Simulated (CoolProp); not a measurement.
Water along the isobar 10.7 MPa: Z from the reference equation and from simpler models built on Tc = 373.9 °C, pc = 22.06 MPa, ω = 0.344; each cubic takes its own stable root.

Values from CoolProp's reference Helmholtz-energy equation of state, Wagner 2002.

```csv
T (°C),phase,reference,van der Waals,Redlich-Kwong,Peng-Robinson
261.45,liquid,0.05498,0.1172,0.08309,0.06860
282.25,liquid,0.05544,0.7248,0.08525,0.07005
303.05,liquid,0.05668,0.7584,0.7024,0.07292
323.85,gas,0.6853,0.7852,0.7441,0.7068
344.65,gas,0.7475,0.8073,0.7764,0.7494
365.45,gas,0.7899,0.8260,0.8025,0.7827
386.35,gas,0.8218,0.8421,0.8242,0.8100
407.15,gas,0.8466,0.8560,0.8425,0.8325
427.95,gas,0.8666,0.8681,0.8582,0.8517
448.75,gas,0.8831,0.8789,0.8717,0.8681
469.55,gas,0.8969,0.8884,0.8836,0.8824
490.35,gas,0.9087,0.8969,0.8940,0.8949
511.15,gas,0.9187,0.9046,0.9032,0.9058
532.05,gas,0.9274,0.9115,0.9115,0.9155
552.85,gas,0.9350,0.9178,0.9188,0.9241
573.65,gas,0.9416,0.9234,0.9254,0.9318
```

At some of these states van der Waals, Redlich-Kwong gives the other phase, because its saturation line lies elsewhere.
